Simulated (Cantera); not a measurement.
What does this Cantera script print?

```python
import numpy as np
import cantera as ct

gas_names = """
    CL CLO CL2 O O2 O3 Si SiCL SiCL2 SiCL3 SiCL4 SiO SiO2 Si2 Si3
""".split()
cond_names = """
    Si(cr) Si(L) SiO2(Lqz) SiO2(hqz) SiO2(L)
""".split()


# ... load() reads the species with a 1 bar reference pressure and builds the phases ...
atoms = {
    'SiO2': {'Si': 1, 'O': 2},
    'Cl2': {'CL': 2},
    'O2': {'O': 2},
}
top_T = {}  # K; cautious upper limits of use, not melting points


# ... equilibrate(T, P, feed) seeds the gas with the atoms and calls Mixture.equilibrate('TP', solver="vcs", rtol=1e-11, max_steps=5000) ...
results = []
feed = {'SiO2': 1, 'Cl2': 0.68, 'O2': 8.1}  # mol
P = 133.322  # Pa
for T in [625, 675, 725, 775, 825, 875, 925, 975, 1025, 1075, 1125, 1175]:
    mix = equilibrate(T, P, feed)
    results.append((T, P, feed, dict(zip(mix.species_names, mix.species_moles))))

top = {s: max(r[3][s] / sum(r[3][g] for g in gas_names) for r in results) for s in gas_names}
cols = sorted((s for s in top if top[s] > 1e-06), key=lambda s: -top[s])[:5]
seen = [c for c in cond_names if any(r[3].get(c, 0) > 1e-12 for r in results)]
print("log10 of partial pressures in bar; condensed amounts in mol")
print(f"{'T/K':>10s}" + "".join(f"{s[:9]:>10s}" for s in cols + seen))
for T, P, feed, n in results:
    ng = sum(n[g] for g in gas_names)
    print(f"{T:10.4g}" + "".join(f"{np.log10(max(n[s] / ng * P / 1e5, 1e-99)):10.3f}" for s in cols)
          + "".join(f"{n.get(c, 0):10.4g}" for c in seen))
```

Result:

```
log10 of partial pressures in bar; condensed amounts in mol
       T/K        O2       CL2        CL       CLO SiO2(Lqz) SiO2(hqz)
       625    -2.910    -3.986    -9.274   -11.248         1         0
       675    -2.910    -3.986    -8.513   -10.620         1         0
       725    -2.910    -3.986    -7.856   -10.079         1         0
       775    -2.910    -3.986    -7.282    -9.607         1         0
       825    -2.910    -3.986    -6.778    -9.192         1         0
       875    -2.910    -3.987    -6.330    -8.824         0         1
       925    -2.910    -3.989    -5.931    -8.497         0         1
       975    -2.911    -3.992    -5.573    -8.205         0         1
      1025    -2.911    -3.999    -5.252    -7.942         0         1
      1075    -2.912    -4.012    -4.963    -7.708         0         1
      1125    -2.913    -4.033    -4.705    -7.499         0         1
      1175    -2.916    -4.069    -4.476    -7.317         0         1
```

Cantera equilibrium calculation (NASA polynomials, part measured and part estimated; ideal gas, pure solids and liquids). The tables hold silica as quartz up to 1696 K and as liquid above; real silica turns to tridymite and cristobalite and melts near 1996 K.
